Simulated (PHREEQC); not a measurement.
**Alkaline etch or developer: an equilibrium model**

Consider water at 20 °C with 0.05 mol/kgw NH3, 0.000215 mol/kgw H4SiO4 and 1.8e-05 mol/kgw (CH3)4NCl. Closed to the air; pH follows from the charge balance.

All values are PHREEQC results (ion-association model, phreeqc.dat), not measurements.

This is a speciation only: nothing precipitates in the calculation.

### Question
Estimate the pH, ionic strength.

### Answer
pH 11.08; ionic strength 0.00108 mol/kgw.

### Question
In which forms is N present?

### Answer
NH3 98 %, NH4+ 2.1 % of the N.

Complexes and solids missing from the database can't appear. (CH3)4N+ isn't in the database: it is added as a free cation with an ion size of 4 Å.
